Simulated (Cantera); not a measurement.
An adiabatic, constant-volume homogeneous reactor starts with 9.93 % CO, 0.487 % H2, 8.14 % O2, 81.4 % N2, equivalence ratio 0.64, at 1350 K and 1.00 atm.

Model: GRI-Mech 3.0 (53 species, 325 reactions), integrated in Cantera.

Question: Predict: time of steepest temperature rise; temperature at 1.00 s; equilibrium temperature; x(CO) at 1.00 s; x(H2) at 1.00 s; x(O2) at 1.00 s; x(NO) at 1.00 s; x(CO2) at 1.00 s.

Answer: 
| Item | Value |
|---|---|
| time of steepest temperature rise | 0.286 ms |
| temperature at 1.00 s | 2286 K |
| equilibrium temperature | 2286 K |
| x(CO) at 1.00 s | 0.00484 (gas-phase equilibrium 0.00484) |
| x(H2) at 1.00 s | 4.06e-5 (gas-phase equilibrium 4.06e-5) |
| x(O2) at 1.00 s | 0.0298 (gas-phase equilibrium 0.0298) |
| x(NO) at 1.00 s | 0.00600 (gas-phase equilibrium 0.00600) |
| x(CO2) at 1.00 s | 0.0996 (gas-phase equilibrium 0.0996) |
